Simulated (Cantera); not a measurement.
## Hydrocarbon pyrolysis for carbon deposition

A perfectly stirred reactor is fed with 1.01 % CH₄, 99.0 % N₂, at 20.0 Torr; it is held at 1550 K, and followed from long to short residence time.

Computed with Cantera and GRI-Mech 3.0 (53 species, 325 reactions). GRI-Mech 3.0 stops at C3 and has no aromatics, soot or wall deposition, so with more carbon than oxygen in the feed, carbon stays in small species such as C2H2 where larger ones or solid carbon would form. Radical loss at walls, strong at low pressure, is not modelled.

| τ (s) | x CH₄ | x C₂H₂ | x C₂H₄ | x H | x C₂H₆ | x H₂ | x CH₂ |
|---|---|---|---|---|---|---|---|
| 1.2 | 0.00701 | 0.00129 | 0.000184 | 3.94e-6 | 3.01e-6 | 0.00430 | 6.12e-8 |
| 0.50 | 0.00870 | 0.000441 | 0.000195 | 1.66e-6 | 3.24e-6 | 0.00177 | 5.05e-8 |
| 0.21 | 0.00976 | 5.56e-5 | 7.38e-5 | 3.93e-7 | 1.61e-6 | 0.000356 | 2.34e-8 |
| 0.087 | 0.0100 | 2.58e-6 | 9.36e-6 | 9.15e-8 | 3.54e-7 | 4.57e-5 | 5.75e-9 |
| 0.036 | 0.0101 | 8.62e-8 | 7.94e-7 | 4.61e-8 | 5.85e-8 | 9.90e-6 | 1.14e-9 |
| 0.015 | 0.0101 | 2.71e-9 | 6.11e-8 | 3.86e-8 | 8.56e-9 | 3.47e-6 | 2.26e-10 |
| 0.0063 | 0.0101 | 8.46e-11 | 4.57e-9 | 3.68e-8 | 1.08e-9 | 1.39e-6 | 4.81e-11 |
| 0.0026 | 0.0101 | 2.37e-12 | 3.12e-10 | 3.53e-8 | 1.05e-10 | 5.52e-7 | 1.07e-11 |
| 0.0011 | 0.0101 | <1e-12 | 2.17e-11 | 3.26e-8 | 9.02e-12 | 2.16e-7 | 2.48e-12 |
| 0.00046 | 0.0101 | <1e-12 | 1.32e-12 | 2.75e-8 | <1e-12 | 7.63e-8 | <1e-12 |
x: mole fraction; the columns are a selection and need not sum to one.
